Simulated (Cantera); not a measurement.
**FeS2 + H2 + H2O (hydrogen reduction and annealing atmospheres)**

A closed system holds: 1 mol FeS2, 0.49 mol H2, 5.5 mol H2O, at 2098.15 K and 1 atm.

These are equilibrium values from Cantera (NASA tables, ideal gas, pure condensed phases), not measurements of a reactor. Candidate condensed phases: Fe, FeO, Fe(OH)2, Fe(OH)3, FeS, FeSO4, FeS2, Fe2O3, Fe2(SO4)3, Fe3O4, H2O, H2SO4, S; 22 gas species. The tables' stoichiometric FeO is somewhat more stable than real wüstite, so its field is too wide. FeO: taken at fixed stoichiometry. The numbers say what is thermodynamically allowed, not how fast it happens.

The x(H2O) comes out as 0.515 and the x(H2) comes out as 0.283. The x(S2) is 0.0802, the x(SO2) comes out as 0.0499 and the x(H2S) comes out as 0.0369. The x(SO) is 0.0162 and the x(SH) comes out as 0.0132. The x(S) comes out as 0.00165, the x(H) is 0.00163 and the n(FeO(l)) is 0.996 mol. The gas amount is 7.109 mol and the log10 activity of Fe(l) (absent) is -0.58. The log10 activity of S(l) (absent) comes out as -2.17.
